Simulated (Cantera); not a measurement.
A perfectly stirred reactor is fed with H2 : O2 : N2 = 0.1 : 1 : 0.85 (molar parts), equivalence ratio 0.050, at 0.00550 bar; it is held at 1400 K, and followed from long to short residence time.

Cantera simulation using GRI-Mech 3.0 (53 species, 325 reactions); the numbers are that mechanism's predictions, not measurements. Radical loss at walls, strong at low pressure, is not modelled. The temperature is held fixed by assumption; the heat of reaction is taken as removed at once.

Question: Predict: x(H2) at τ = 5.20 s; x(O2) at τ = 5.20 s; x(NO) at τ = 5.20 s; x(O) at τ = 5.20 s; x(HO2) at τ = 5.20 s; x(H2) at τ = 0.200 s; x(O2) at τ = 0.200 s; x(NO) at τ = 0.200 s; x(O) at τ = 0.200 s; x(HO2) at τ = 0.200 s.

Answer: 
| Quantity | Result |
|---|---|
| x(H2) at τ = 5.20 s | 0.000298 |
| x(O2) at τ = 5.20 s | 0.495 |
| x(NO) at τ = 5.20 s | 8.13e-7 |
| x(O) at τ = 5.20 s | 0.00584 |
| x(HO2) at τ = 5.20 s | 3.41e-7 |
| x(H2) at τ = 0.200 s | 0.00124 |
| x(O2) at τ = 0.200 s | 0.479 |
| x(NO) at τ = 0.200 s | 7.06e-7 |
| x(O) at τ = 0.200 s | 0.0247 |
| x(HO2) at τ = 0.200 s | 5.60e-7 |
